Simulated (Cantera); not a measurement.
Input (Python, Cantera) and output of one run.

```python
import numpy as np
import cantera as ct

gas_names = """
    Cu CuO Cu2 H HO2 H2 H2O H2O2 O OH O2 O3
""".split()
cond_names = """
    Cu(cr) Cu(L) CuO(s) CuO2H2(s) Cu2O(s) Cu2O(L) H2O(s) H2O(L)
""".split()


# ... load() reads the species with a 1 bar reference pressure and builds the phases ...
atoms = {
    'CuO': {'Cu': 1, 'O': 1},
    'H2': {'H': 2},
}
top_T = {'CuO(s)': 1390}  # K; cautious upper limits of use, not melting points


# ... equilibrate(T, P, feed) seeds the gas with the atoms and calls Mixture.equilibrate('TP', solver="vcs", rtol=1e-11, max_steps=5000) ...
results = []
feed = {'CuO': 1, 'H2': 4.2}  # mol
T = 1298.15  # K
P = 43  # Pa
mix = equilibrate(T, P, feed)
results.append((T, P, feed, dict(zip(mix.species_names, mix.species_moles))))
print(gas.report(threshold=1e-06))
for i in range(1, mix.n_phases):
    print(f"{mix.phase(i).name:16s} {mix.phase_moles(i):12.5e} mol")
```

Output:

```
       temperature   1298.2 K
          pressure   43 Pa
           density   2.3288e-05 kg/m^3
  mean mol. weight   5.8454 kg/kmol
   phase of matter   gas

                          1 kg             1 kmol
                     ---------------   ---------------
          enthalpy       -4.3451e+06       -2.5399e+07  J
   internal energy       -6.1916e+06       -3.6193e+07  J
           entropy             44466        2.5992e+05  J/K
    Gibbs function       -6.2069e+07       -3.6282e+08  J
 heat capacity c_p            5945.4             34753  J/K
 heat capacity c_v              4523             26439  J/K

                      mass frac. Y      mole frac. X     chem. pot. / RT
                     ---------------   ---------------   ---------------
                Cu         0.0038181        0.00035121           -6.1923
                 H         7.795e-06        4.5203e-05           -13.108
                H2           0.26266            0.7616           -26.216
               H2O           0.73351           0.23801           -57.335
     [   +8 minor]        1.1481e-06        2.1126e-07

Cu(cr)            9.98524e-01 mol
CuO(s)            0.00000e+00 mol
CuO2H2(s)         0.00000e+00 mol
Cu2O(s)           0.00000e+00 mol
```

Method: chemical equilibrium by Gibbs-energy minimisation in Cantera with the NASA 1993 tables (ideal gas, pure condensed phases).
